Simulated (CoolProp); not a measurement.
Properties of R245ca along the isotherm 316.2 K (Tc = 447.6 K, pc = 39.41 bar, ω = 0.355).

Model: reference Helmholtz-energy equation of state, Zhou 2016, in CoolProp.

| p (bar) | phase | cv (kJ/(kg K)) | speed of sound (m/s) | isothermal compressibility (1/MPa) |
|---|---|---|---|---|
| 6.25 | liquid | 1.015 | 666.2 | 0.002328 |
| 12.5 | liquid | 1.015 | 670.4 | 0.002291 |
| 18.8 | liquid | 1.016 | 674.6 | 0.002255 |
| 25 | liquid | 1.016 | [?] | 0.002222 |
| 31.2 | liquid | 1.017 | 682.6 | [?] |
| 37.5 | liquid | 1.017 | [?] | 0.002157 |
| 43.8 | liquid | 1.018 | 690.5 | 0.002126 |
| 50 | liquid | 1.018 | 694.3 | 0.002096 |
| 56.2 | liquid | 1.019 | 698.1 | [?] |
| 62.5 | liquid | 1.019 | 701.9 | 0.002039 |
| 68.8 | liquid | 1.020 | 705.6 | [?] |
| 75 | liquid | 1.020 | 709.2 | [?] |
| 81.2 | liquid | 1.020 | [?] | 0.001961 |
| 87.5 | liquid | 1.021 | 716.5 | 0.001936 |
| 93.8 | liquid | 1.021 | 720.0 | 0.001911 |
| 100 | liquid | [?] | 723.5 | 0.001888 |

Task: Complete the blanks.

Result: 
- 25, speed of sound (m/s): 678.6
- 31.2, isothermal compressibility (1/MPa): 0.002189
- 37.5, speed of sound (m/s): 686.5
- 56.2, isothermal compressibility (1/MPa): 0.002067
- 68.8, isothermal compressibility (1/MPa): 0.002012
- 75, isothermal compressibility (1/MPa): 0.001986
- 81.2, speed of sound (m/s): 712.8
- 100, cv (kJ/(kg K)): 1.022
